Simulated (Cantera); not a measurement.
A Cantera script and what it prints.

```python
import numpy as np
import cantera as ct

gas_names = """
    H HO2 H2 H2O H2O2 H2S H2SO4 Mg MgH MgO MgOH MgO2H2 MgS Mg2 O OH O2 O3 S SH SO SO2 SO3 S2 S2O S8
""".split()
cond_names = """
    H2O(s) H2O(L) H2SO4(L) Mg(cr) Mg(L) MgO(s) MgO(L) MgO2H2(s) MgS(s) MgSO4(s) MgSO4(L) S(cr1) S(cr2)
    S(L)
""".split()


# ... load() reads the species with a 1 bar reference pressure and builds the phases ...
atoms = {
    'MgO': {'Mg': 1, 'O': 1},
    'H2S': {'H': 2, 'S': 1},
    'O2': {'O': 2},
}
top_T = {'MgS(s)': 2250}  # K; cautious upper limits of use, not melting points


# ... equilibrate(T, P, feed) seeds the gas with the atoms and calls Mixture.equilibrate('TP', solver="vcs", rtol=1e-11, max_steps=5000) ...
results = []
feed = {'MgO': 1, 'H2S': 0.31, 'O2': 5.1}  # mol
P = 380000  # Pa
for T in [1225, 1250, 1275, 1300, 1325, 1350, 1375]:
    mix = equilibrate(T, P, feed)
    results.append((T, P, feed, dict(zip(mix.species_names, mix.species_moles))))
    x = sorted(zip(gas.X, gas.species_names), reverse=True)
    print(f"T = {T:g} K  P = {P:g} Pa  gas = {mix.phase_moles(0):.4g} mol")
    print("   x: " + "  ".join(f"{s} {v:.3e}" for v, s in x if v > 0.0001))
    print("   condensed (mol): " + ("  ".join(f"{mix.phase(i).name} {mix.phase_moles(i):.4g}"
          for i in range(1, mix.n_phases) if mix.phase_moles(i) > 1e-12) or "none"))
```

Result:

```
T = 1225 K  P = 380000 Pa  gas = 4.803 mol
   x: O2 9.334e-01  H2O 6.454e-02  SO2 1.458e-03  SO3 5.793e-04
   condensed (mol): MgO(s) 0.6998  MgSO4(s) 0.3002
T = 1250 K  P = 380000 Pa  gas = 4.816 mol
   x: O2 9.316e-01  H2O 6.436e-02  SO2 3.003e-03  SO3 9.859e-04
   condensed (mol): MgO(s) 0.7092  MgSO4(s) 0.2908
T = 1275 K  P = 380000 Pa  gas = 4.842 mol
   x: O2 9.283e-01  H2O 6.403e-02  SO2 6.006e-03  SO3 1.640e-03
   condensed (mol): MgO(s) 0.727  MgSO4(s) 0.273
T = 1300 K  P = 380000 Pa  gas = 4.889 mol
   x: O2 9.222e-01  H2O 6.341e-02  SO2 1.169e-02  SO3 2.673e-03
   condensed (mol): MgO(s) 0.7602  MgSO4(s) 0.2398
T = 1325 K  P = 380000 Pa  gas = 4.977 mol
   x: O2 9.112e-01  H2O 6.228e-02  SO2 2.223e-02  SO3 4.269e-03
   condensed (mol): MgO(s) 0.8219  MgSO4(s) 0.1781
T = 1350 K  P = 380000 Pa  gas = 5.144 mol
   x: O2 8.916e-01  H2O 6.026e-02  SO2 4.141e-02  SO3 6.691e-03
   condensed (mol): MgO(s) 0.9374  MgSO4(s) 0.06258
T = 1375 K  P = 380000 Pa  gas = 5.236 mol
   x: O2 8.816e-01  H2O 5.919e-02  SO2 5.205e-02  SO3 7.157e-03
   condensed (mol): MgO(s) 1
```

These are equilibrium values from Cantera (NASA tables, ideal gas, pure condensed phases), not measurements of a reactor. Mutual solubility and eutectic melting of coexisting phases are not modelled.
